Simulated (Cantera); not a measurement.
Silicon etching in halogen gases: Si + Cl2

Charge: 1 mol Si, 6.7 mol Cl2, at 0.158 Torr.

Method: chemical equilibrium by Gibbs-energy minimisation in Cantera with the NASA 1993 tables (ideal gas, pure condensed phases). Candidate condensed phases: Si; 9 gas species. The tables' values for SiCl3 are old estimates; treat these amounts as uncertain. Equilibrium is a limit: real reactors are often held back by kinetics, nucleation or transport.

From 802 °C to 1402 °C nothing is condensed. The main Si-bearing gas is SiCl4 throughout.

```
T (°C)  log p Cl  log p Cl2  log p SiCl4  log p SiCl3
------  --------  ---------  -----------  -----------
802        -4.85      -3.79        -4.45       -10.75
902        -4.38      -3.87        -4.48        -9.63
1002       -4.03      -4.05        -4.54        -8.67
1102       -3.83      -4.40        -4.62        -7.77
1202       -3.75      -4.89        -4.67        -6.89
1302       -3.73      -5.41        -4.71        -6.07
1402       -3.72      -5.90        -4.85        -5.45
```
log p: log10 of the partial pressure in bar; nothing condenses.
